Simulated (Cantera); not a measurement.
**Equilibrium for carbon deposition, reforming and gasification: C + O₂ + H₂**

Charge: 1 mol C, a varied amount of O₂, 12 mol H₂, equilibrated at 1800 °C and 1580 Torr.

These are equilibrium values from Cantera (NASA tables, ideal gas, pure condensed phases), not measurements of a reactor. Candidate condensed phases: C, C₆H₆, C₇H₈, C₈H₁₈, H₂O; 110 gas species. The numbers say what is thermodynamically allowed, not how fast it happens.

```tsv
n(O₂) (mol)	log p H₂	log p H₂O	log p CO	log p CO₂	log p H	log p C₂H₂ (acetylene)	log p CH₄	log p OH	n C(graphite)
0.12	0.31	-5.13	-1.39	-7.51	-2.42	-2.60	-2.83	-8.81	0.721
0.15	0.31	-5.03	-1.29	-7.32	-2.43	-2.60	-2.83	-8.71	0.662
0.19	0.31	-4.94	-1.19	-7.12	-2.43	-2.60	-2.84	-8.61	0.582
0.24	0.30	-4.84	-1.09	-6.92	-2.43	-2.61	-2.85	-8.52	0.482
0.3	0.30	-4.75	-1.00	-6.74	-2.43	-2.61	-2.85	-8.43	0.362
0.37	0.29	-4.67	-0.91	-6.57	-2.43	-2.62	-2.86	-8.34	0.222
0.46	0.29	-4.59	-0.83	-6.39	-2.44	-2.62	-2.88	-8.26	0.0421
0.58	0.28	-1.60	-0.79	-3.36	-2.44	-8.57	-5.86	-5.26	0
0.73	0.27	-1.14	-0.80	-2.89	-2.45	-9.52	-6.35	-4.80	0
0.91	0.26	-0.89	-0.80	-2.63	-2.45	-10.07	-6.65	-4.54	0
1.1	0.24	-0.72	-0.80	-2.45	-2.46	-10.45	-6.86	-4.37	0
1.4	0.22	-0.55	-0.81	-2.26	-2.47	-10.89	-7.12	-4.18	0
```
log p: log10 of the partial pressure in bar; n: condensed amount in mol.

From 0.12 mol O₂ to 0.46 mol O₂ the condensed part is C(graphite). From 0.58 mol O₂ to 1.4 mol O₂ nothing is condensed. The main C-bearing gas is CO throughout.
